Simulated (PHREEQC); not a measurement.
Make-up at 62 °C: 0.0075 mol Fe(NO3)3, 0.073 mol H2SeO4 and 0.4 mol CsOH per kg of water. Closed to the air; pH follows from the charge balance.

Model: ion-association model, wateq4f.dat, run in PHREEQC.

Task: The ionic strength comes out as 0.473 mol/kgw. What activity coefficients do NO3-, Cs+, OH-, SeO4-2, Fe(OH)4- get?

Result: NO3- 0.60, Cs+ 0.71, OH- 0.62, SeO4-2 0.26, Fe(OH)4- 0.68.

No solid was allowed to form. The solution is supersaturated, for example in Hematite (slow to form), Goethite (slow to form), so a real one may precipitate; this is no full list. Species that the database lacks are ignored. Constants without temperature data keep their 25 °C values here.
